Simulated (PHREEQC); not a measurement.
**Acid rinse or clean: speciation**

Make-up at 25 °C: 1.2 mmol/kgw H2SO4 and 140 mmol/kgw NaCl. Closed to the air; pH follows from the charge balance.

All values are PHREEQC results (ion-association model, phreeqc.dat), not measurements.

Each row changes one thing in this solution. Precipitation was switched off in this run.

```json
[
 {"case": "as made", "pH": "2.72", "SI of Halite (NaCl)": "-3.53"},
 {"case": "NaCl from 0.14 to 0.07 mol/kgw", "pH": "2.71", "SI of Halite (NaCl)": "-4.08"},
 {"case": "NaCl from 0.14 to 0.126 mol/kgw", "pH": "2.72", "SI of Halite (NaCl)": "-3.61"},
 {"case": "NaCl from 0.14 to 0.7 mol/kgw", "pH": "[?]", "SI of Halite (NaCl)": "-2.23"},
 {"case": "0.26 mol/kgw KOH added", "pH": "13.22", "SI of Halite (NaCl)": "-3.60"},
 {"case": "H2SO4 left out", "pH": "6.98", "SI of Halite (NaCl)": "[?]"}
]
```

Question: Complete the blanks.

Answer: 
- NaCl from 0.14 to 0.7 mol/kgw, pH: 2.75
- H2SO4 left out, SI of Halite (NaCl): -3.52

The ionic strength passes 0.7 mol/kgw, the rough limit of the ion-association models, in NaCl from 0.14 to 0.7 mol/kgw. Species that the database lacks are ignored.
